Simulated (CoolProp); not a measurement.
Vapour-liquid equilibrium of carbonyl sulfide (1) + propane (2) at 0.00468 MPa; x and y are mole fractions of (1).

Computed with CoolProp (multi-fluid Helmholtz-energy mixture model, Lemmon 2006 and Lemmon 2009; pair parameters Bell 2016).

Question: Give the bubble temperature and the first vapour's composition at x = 0.2, 0.35, 0.8. Is there an azeotrope?

Answer: x = 0.2: 177.0 K, y = 0.304; x = 0.35: 176.1 K, y = 0.462; x = 0.8: 174.1 K, y = 0.854. No azeotrope shows between x = 0.05 and 0.95.

The pair parameters rest on a limited set of measurements; away from them the model extrapolates.
